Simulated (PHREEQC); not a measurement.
Dissolve 0.094 mol NH4Cl, 0.0017 mol NH3 and 0.00031 mol LiCl per kg of water at 86 °C. Closed to the air; pH follows from the charge balance.

Equilibrium calculation in PHREEQC: ion-association model, wateq4f.dat.

Each row changes one thing in this solution. Precipitation was switched off in this run.

```
case                                          pH  NH3 (mol/kgw)
------------------------------------------  ----  -------------
as made                                     6.08        0.00170
LiCl from 0.00031 to 0.000155 mol/kgw       6.08        0.00170
LiCl left out                               6.08        0.00170
LiCl from 0.00031 to 0.00062 mol/kgw        6.08        0.00170
NH3 left out                                4.47     (withheld)
diluted 10-fold with water                  6.01     (withheld)
LiCl replaced by LiBr at the same molality  6.08        0.00170
temperature from 86 to 35 °C                7.31        0.00170
```

Task: Some entries are withheld; supply them.

Result: 
- NH3 left out, NH3 (mol/kgw): 4.17e-5
- diluted 10-fold with water, NH3 (mol/kgw): 0.000171

Constants without temperature data keep their 25 °C values here.
